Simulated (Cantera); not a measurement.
Abatement and gas-phase synthesis: CO2 + H2 + O2

Charge: 1 mol CO2, 0.069 mol H2, 8.7 mol O2, equilibrated at 13.3 mbar.

Cantera equilibrium calculation (NASA polynomials, part measured and part estimated; ideal gas, pure solids and liquids). Candidate condensed phases: C, C6H6, C7H8, C8H18, H2O; 131 gas species. Ions and electrons are included (thermal ionisation). Equilibrium is a limit: real reactors are often held back by kinetics, nucleation or transport.

| T (K) | log p O | log p O2 | log p CO | log p CO2 | log p H | log p OH | log p C |
|---|---|---|---|---|---|---|---|
| 3000 | -2.11 | -2.34 | -3.11 | -3.80 | -4.07 | -4.37 | -12.64 |
| 3250 | -1.97 | -2.74 | -3.13 | -4.39 | -4.04 | -4.80 | -11.34 |
| 3500 | -1.92 | -3.23 | -3.15 | -4.97 | -4.03 | -5.26 | -10.15 |
| 3750 | -1.91 | -3.71 | -3.16 | -5.48 | -4.03 | -5.70 | -9.08 |
| 4000 | -1.90 | -4.15 | -3.16 | -5.94 | -4.03 | -6.09 | -8.12 |
| 4250 | -1.90 | -4.55 | -3.17 | -6.34 | -4.03 | -6.43 | -7.28 |
| 4500 | -1.90 | -4.90 | -3.17 | -6.70 | -4.03 | -6.74 | -6.53 |
| 4750 | -1.90 | -5.21 | -3.17 | -7.02 | -4.03 | -7.02 | -5.85 |
| 5000 | -1.90 | -5.49 | -3.17 | -7.31 | -4.03 | -7.27 | -5.25 |
log p: log10 of the partial pressure in bar; nothing condenses.

From 3000 K to 5000 K nothing is condensed. The main C-bearing gas is CO throughout.
